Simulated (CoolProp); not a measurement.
Vapour pressure (MPa) of decamethylcyclopentasiloxane (D5): the reference equation beside estimates from Tc = 618.3 K, pc = 1.078 MPa, ω = 0.631.

Computed with CoolProp (reference Helmholtz-energy equation of state, Thol 2019).

```
T (K)  reference  Lee-Kesler  van der Waals  Soave-Redlich-Kwong
-----  ---------  ----------  -------------  -------------------
440.4    0.03184     0.03171         0.2359              0.03178
450.3    0.04250     0.04214         0.2636              0.04229
460.2        [?]     0.05514         0.2933              0.05543
470.1        [?]     0.07111            [?]              0.07162
480      0.09197     0.09052         0.3590              0.09135
489.9     0.1158      0.1138            [?]               0.1151
499.8        [?]      0.1416         0.4334               0.1435
509.7     0.1774      0.1743         0.4739               0.1770
519.6     0.2163      0.2125         0.5168               0.2163
529.5     0.2614      0.2570         0.5620               0.2620
539.4     0.3132      0.3083         0.6095               0.3147
549.3     0.3726      0.3672         0.6595               0.3753
```

**Question.** What belongs in the gaps?

**Answer.** 
- 460.2, reference: 0.05579
- 470.1, reference: 0.07213
- 470.1, van der Waals: 0.3251
- 489.9, van der Waals: 0.3951
- 499.8, reference: 0.1441

Absolute difference from the reference over all 12 rows, mean and median: Lee-Kesler 1.4 and 1.6 %, van der Waals 271.9 and 221.0 %, Soave-Redlich-Kwong 0.4 and 0.5 %.
